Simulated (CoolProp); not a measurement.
Vapour-liquid equilibrium of 1-butene (1) + n-butane (2) at 237.6 K; x and y are mole fractions of (1).

Computed with CoolProp (multi-fluid Helmholtz-energy mixture model, Lemmon 2005 and Bücker 2006; pair parameters Bell 2016).

Task: Give the bubble pressure and the first vapour's composition at x = 0.125, 0.2, 0.425. Is there an azeotrope?

Result: x = 0.125: 0.2214 bar, y = 0.159; x = 0.2: 0.2267 bar, y = 0.249; x = 0.425: 0.2423 bar, y = 0.493. No azeotrope shows between x = 0.05 and 0.95.

The pair parameters rest on a limited set of measurements; away from them the model extrapolates.
